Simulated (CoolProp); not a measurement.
R142b along the isobar 2.22 MPa: density (kg/m³) from the reference equation and from simpler models built on Tc = 410.3 K, pc = 4.055 MPa, ω = 0.232; each cubic takes its own stable root.

Model: reference Helmholtz-energy equation of state, Lemmon 2006, in CoolProp. It is a short technical equation, of lower accuracy than the large ones.

```
T (K)   phase  reference  van der Waals  Redlich-Kwong
-----  ------  ---------  -------------  -------------
212.9  liquid       1306          781.2           1154
236.3  liquid       1258          756.0           1110
259.6  liquid       1207          728.6           1063
283    liquid       1154          698.0           1010
306.4  liquid       1097          663.3          949.1
329.8  liquid       1033          621.8          878.7
353.1  liquid      957.8          567.7          792.3
399.9     gas      89.70          84.96          88.31
423.3     gas      78.72          76.90          78.59
446.6     gas      71.17          70.63          71.48
470       gas      65.39          65.50          65.87
```
